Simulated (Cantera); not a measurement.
A perfectly stirred reactor is fed with CH₄ : N₂ = 1 : 17 (molar parts), at 1.90 bar; it is held at 1650 K, and followed from long to short residence time.

Computed with Cantera and GRI-Mech 3.0 (53 species, 325 reactions). GRI-Mech 3.0 stops at C3 and has no aromatics, soot or wall deposition, so with more carbon than oxygen in the feed, carbon stays in small species such as C2H2 where larger ones or solid carbon would form.

Q: What does this change do: N2 17 to 2.8 parts?

A: 
```json
[
 {"quantity": "x(CH₄) at τ = 2.40 s", "before": "0.00551", "after": "0.0257"},
 {"quantity": "x(H) at τ = 2.40 s", "before": "1.67e-5", "after": "3.36e-5"},
 {"quantity": "x(HCN) at τ = 2.40 s", "before": "9.58e-7", "after": "3.79e-7"},
 {"quantity": "x(CH₂) at τ = 2.40 s", "before": "6.01e-9", "after": "7.32e-9"},
 {"quantity": "x(C₂H₄) at τ = 2.40 s", "before": "0.000239", "after": "0.00352"},
 {"quantity": "x(CH₄) at τ = 20.0 ms", "before": "0.0366", "after": "0.160"},
 {"quantity": "x(H) at τ = 20.0 ms", "before": "7.01e-6", "after": "1.40e-5"},
 {"quantity": "x(HCN) at τ = 20.0 ms", "before": "3.83e-8", "after": "1.06e-8"},
 {"quantity": "x(CH₂) at τ = 20.0 ms", "before": "4.48e-8", "after": "3.98e-8"},
 {"quantity": "x(C₂H₄) at τ = 20.0 ms", "before": "0.000727", "after": "0.00315"}
]
```

Q: What does this change do: temperature 1650 to 1698 K?

A: 
```csv
quantity,before,after
x(CH₄) at τ = 2.40 s,0.00551,0.00362
x(H) at τ = 2.40 s,1.67e-5,2.77e-5
x(HCN) at τ = 2.40 s,9.58e-7,3.24e-6
x(CH₂) at τ = 2.40 s,6.01e-9,1.05e-8
x(C₂H₄) at τ = 2.40 s,0.000239,0.000174
x(CH₄) at τ = 20.0 ms,0.0366,0.0286
x(H) at τ = 20.0 ms,7.01e-6,1.51e-5
x(HCN) at τ = 20.0 ms,3.83e-8,1.71e-7
x(CH₂) at τ = 20.0 ms,4.48e-8,8.34e-8
x(C₂H₄) at τ = 20.0 ms,0.000727,0.000532
```
